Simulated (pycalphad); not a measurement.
Computed with pycalphad from the COST 507 light-alloy database (1999), at 1 atm. No gas phase is included, though pure Mg would boil below 1650 K. The data set is of 1999 and partly superseded. Diffusion is slow at the low end, where real alloys seldom reach equilibrium.

Molar enthalpy of Mg-20Si (at.%) in equilibrium (SER reference):

```tsv
T (K)	H (kJ/mol)	phases
1650	46.82	liquid
1575	44.36	liquid
1500	41.89	liquid
1425	39.42	liquid
1350	36.95	liquid
1325	36.12	liquid
1300	35.30	liquid
1275	31.65	liquid + MG2SI
1200	21.48	liquid + MG2SI
1125	16.01	liquid + MG2SI
1050	12.12	MG2SI + liquid
975	9.01	MG2SI + liquid
900	2.59	MG2SI + hcp
875	1.88	MG2SI + hcp
825	0.49	MG2SI + hcp
750	-1.57	MG2SI + hcp
675	-3.60	MG2SI + hcp
600	-5.58	MG2SI + hcp
525	-7.52	MG2SI + hcp
450	-9.42	MG2SI + hcp
375	-11.25	MG2SI + hcp
```

Cooling from 1300 K to 900 K, across the freezing range, releases 32.7 kJ/mol, or 1310 J/g. The slope is 33 J/(mol K) in the liquid and 28 J/(mol K) just below the solidus, where it includes any heat of precipitation. Liquidus 1288 K, solidus 912 K. Changes were sought between steps of 25 K, so a narrower field can be missed.

Database names, with the compositions (at.%) that they take in these runs: MG2SI: Mg 67 Si 33.
